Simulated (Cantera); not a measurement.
**SiH₂Cl₂ + NH₃ (silicon nitride deposition)**

A closed system holds: 1 mol SiH₂Cl₂, a varied amount of NH₃, equilibrated at 1823 K and 71.0 mbar.

Cantera equilibrium calculation (NASA polynomials, part measured and part estimated; ideal gas, pure solids and liquids). Candidate condensed phases: NH₄Cl, Si, Si₃N₄; 28 gas species. Mutual solubility and eutectic melting of coexisting phases are not modelled. The tables' values for SiCl₃, SiCl are old estimates; treat these amounts as uncertain. Gases not in the tables: Si₂H₆ and higher silanes. Kinetics and transport are ignored.

| n(NH₃) (mol) | x H₂ | x N₂ | x HCl | x SiCl₂ | x SiCl₃ | x H | x SiCl | n Si(l) | n Si₃N₄(s) |
|---|---|---|---|---|---|---|---|---|---|
| 1.9 | 0.593 | 0.164 | 0.140 | 0.0987 | 0.00218 | 0.00125 | 0.000228 | 0.412 | 0 |
| 3 | 0.634 | 0.180 | 0.118 | 0.0653 | 0.00117 | 0.00130 | 0.000185 | 0.355 | 0.0382 |
| 4.7 | 0.680 | 0.180 | 0.0967 | 0.0411 | 0.000586 | 0.00134 | 0.000147 | 0 | 0.179 |
| 7.3 | 0.699 | 0.200 | 0.0761 | 0.0231 | 0.000257 | 0.00136 | 0.000106 | 0 | 0.206 |
| 11 | 0.713 | 0.214 | 0.0586 | 0.0129 | 0.000109 | 0.00137 | 7.76e-5 | 0 | 0.230 |
| 18 | 0.725 | 0.226 | 0.0411 | 0.00599 | 3.52e-5 | 0.00138 | 5.20e-5 | 0 | 0.256 |
| 27 | 0.732 | 0.233 | 0.0298 | 0.00305 | 1.29e-5 | 0.00139 | 3.67e-5 | 0 | 0.274 |
x: gas mole fraction; n: condensed amount in mol.

At 1.9 mol NH₃ the condensed part is Si(l). At 3 mol NH₃ the condensed part is Si(l) + Si₃N₄(s). From 4.7 mol NH₃ to 27 mol NH₃ the condensed part is Si₃N₄(s). The main Si-bearing gas is SiCl₂ throughout. The share of Si in condensed phases is highest at 27 mol NH₃ (82.2 %) and lowest at 1.9 mol NH₃ (41.2 %).
